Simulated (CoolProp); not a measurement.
The fluid at 859.55 K and 2.5 MPa flows at 22 m/s in a round tube of 2 mm bore and 45 µm roughness, fully developed (64/Re and Nu = 3.66 if laminar; Colebrook and Gnielinski if turbulent). The same conditions are run with several fluids, on thermodynamics alone (safety and materials aside).

Model: reference Helmholtz-energy equation of state of each fluid (oxygen: Schmidt 1985; nitrogen: Span 2000; carbon dioxide: Span 1996; dry air: Lemmon 2000; water: Wagner 2002), in CoolProp. Blends and air are pseudo-pure fits.

Task: Rank oxygen, nitrogen, carbon dioxide, dry air, water by Reynolds number, highest first.

Result: carbon dioxide (18200), nitrogen (11300), dry air (11200), oxygen (10900), water (8730)

```json
[
 {"fluid": "oxygen", "Darcy friction factor": "0.0540", "pressure drop (Pa/m)": "72700", "heat-transfer coefficient (W/(m² K))": "1970", "mass flow (kg/h)": "2.77"},
 {"fluid": "nitrogen", "Darcy friction factor": "0.0539", "pressure drop (Pa/m)": "63400", "heat-transfer coefficient (W/(m² K))": "1860", "mass flow (kg/h)": "2.42"},
 {"fluid": "carbon dioxide", "Darcy friction factor": "0.0528", "pressure drop (Pa/m)": "98100", "heat-transfer coefficient (W/(m² K))": "3160", "mass flow (kg/h)": "3.82"},
 {"fluid": "dry air", "Darcy friction factor": "0.0540", "pressure drop (Pa/m)": "65600", "heat-transfer coefficient (W/(m² K))": "1900", "mass flow (kg/h)": "2.50"},
 {"fluid": "water", "Darcy friction factor": "0.0548", "pressure drop (Pa/m)": "42300", "heat-transfer coefficient (W/(m² K))": "2040", "mass flow (kg/h)": "1.59"}
]
```

Above 300 K oxygen's equation is extrapolated.

Transport values come from each fluid's own correlations.
